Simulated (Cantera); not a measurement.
A freely propagating, adiabatic, planar premixed flame of CO : H₂ : CH₄ : O₂ : N₂ = 1 : 0.9 : 0.51 : 1.64 : 6.17 (molar parts), equivalence ratio 1.2, unburnt at 623 K and 0.0987 atm; mixture-averaged transport, grid criteria slope 0.08 and curve 0.16, no radiation.

Model: GRI-Mech 3.0 (53 species, 325 reactions), integrated in Cantera. Burning velocities carry a grid error of a few per cent, more on coarse grids.

Q: How do the results move with these cheaper or finer settings: unity-Lewis-number transport; multicomponent transport; multicomponent+Soret transport; grid criteria slope 0.5, curve 1; grid criteria slope 0.25, curve 0.5; grid criteria slope 0.03, curve 0.06?

A: 
| setting | laminar burning velocity | thermal thickness | peak x(CH₂O) | peak x(HCN) | grid points |
|---|---|---|---|---|---|
| as above | 401 cm/s | 2.52 mm | 0.000595 | 3.57e-7 | 190 |
| unity-Lewis-number transport | 249 cm/s | 2.81 mm | 0.000457 | 2.91e-7 | 166 |
| multicomponent transport | 396 cm/s | 2.51 mm | 0.000591 | 3.59e-7 | 190 |
| multicomponent+Soret transport | 386 cm/s | 2.48 mm | 0.000583 | 3.42e-7 | 192 |
| grid criteria slope 0.5, curve 1 | 446 cm/s | 3.15 mm | 0.000580 | 3.32e-7 | 59 |
| grid criteria slope 0.25, curve 0.5 | 419 cm/s | 2.72 mm | 0.000589 | 3.48e-7 | 95 |
| grid criteria slope 0.03, curve 0.06 | 394 cm/s | 2.45 mm | 0.000596 | 3.58e-7 | 426 |
The base run took around 60 core-seconds (rough).
Unity Lewis numbers drop preferential diffusion, which matters most where H2 and H carry the flame; Soret adds thermal diffusion.
